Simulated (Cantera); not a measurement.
What does this Cantera script print?

```python
import numpy as np
import cantera as ct

gas_names = """
    Mg MgO MgS Mg2 O O2 O3 S SO SO2 SO3 S2 S2O S8
""".split()
cond_names = """
    Mg(cr) Mg(L) MgO(s) MgO(L) MgS(s) MgSO4(s) MgSO4(L) S(cr1) S(cr2) S(L)
""".split()


# ... load() reads the species with a 1 bar reference pressure and builds the phases ...
atoms = {
    'MgO': {'Mg': 1, 'O': 1},
    'SO2': {'S': 1, 'O': 2},
    'O2': {'O': 2},
}
top_T = {'MgS(s)': 2250}  # K; cautious upper limits of use, not melting points


# ... equilibrate(T, P, feed) seeds the gas with the atoms and calls Mixture.equilibrate('TP', solver="vcs", rtol=1e-11, max_steps=5000) ...
results = []
feed = {'MgO': 1, 'SO2': 0.25, 'O2': 0.22}  # mol
P = 13332.2  # Pa
for T in [1150, 1250, 1350, 1450, 1550, 1650, 1750]:
    mix = equilibrate(T, P, feed)
    results.append((T, P, feed, dict(zip(mix.species_names, mix.species_moles))))

top = {s: max(r[3][s] / sum(r[3][g] for g in gas_names) for r in results) for s in gas_names}
cols = sorted((s for s in top if top[s] > 0.0001), key=lambda s: -top[s])[:6]
seen = [c for c in cond_names if any(r[3].get(c, 0) > 1e-12 for r in results)]
print("log10 of partial pressures in bar; condensed amounts in mol")
print(f"{'T/K':>10s}" + "".join(f"{s[:9]:>10s}" for s in cols + seen))
for T, P, feed, n in results:
    ng = sum(n[g] for g in gas_names)
    print(f"{T:10.4g}" + "".join(f"{np.log10(max(n[s] / ng * P / 1e5, 1e-99)):10.3f}" for s in cols)
          + "".join(f"{n.get(c, 0):10.4g}" for c in seen))
```

Result:

```
log10 of partial pressures in bar; condensed amounts in mol
       T/K        O2       SO2       SO3         O    MgO(s)  MgSO4(s)
      1150    -0.885    -2.565    -3.415    -8.523    0.7523    0.2477
      1250    -1.210    -1.163    -2.526    -7.765         1         0
      1350    -1.208    -1.156    -2.817    -6.979         1         0
      1450    -1.206    -1.153    -3.069    -6.300         1         0
      1550    -1.206    -1.152    -3.289    -5.709         1         0
      1650    -1.205    -1.151    -3.482    -5.189         1         0
      1750    -1.205    -1.150    -3.653    -4.729         1         0
```

These are equilibrium values from Cantera (NASA tables, ideal gas, pure condensed phases), not measurements of a reactor. Mutual solubility and eutectic melting of coexisting phases are not modelled.
